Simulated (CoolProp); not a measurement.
Vapour pressure (MPa) of R1224YDZ: the reference equation beside estimates from Tc = 155.5 °C, pc = 3.334 MPa, ω = 0.325. Clausius-Clapeyron is anchored at -60.25 °C with a constant enthalpy of vaporisation of 30.23 kJ/mol.

Values from CoolProp's reference Helmholtz-energy equation of state, Akasaka 2023.

```
T (°C)  reference  Clausius-Clapeyron  Redlich-Kwong
------  ---------  ------------------  -------------
-78.25  0.0003031           0.0003146       0.001817
-72.25  0.0005398           0.0005491       0.002926
-66.25  0.0009234           0.0009280       0.004549
-60.25   0.001523            0.001523       0.006852
-54.25   0.002429            0.002432        0.01003
-48.25   0.003760            0.003787        0.01431
-42.25   0.005660            0.005765        0.01995
-36.25   0.008310            0.008589        0.02722
-30.25    0.01192             0.01255        0.03644
-24.25    0.01674             0.01800        0.04793
-18.25    0.02306             0.02539        0.06205
-12.25    0.03120             0.03524        0.07915
```

Absolute difference from the reference over all 12 rows, mean and median: Clausius-Clapeyron 4.0 and 2.6 %, Redlich-Kwong 289.4 and 266.5 %.
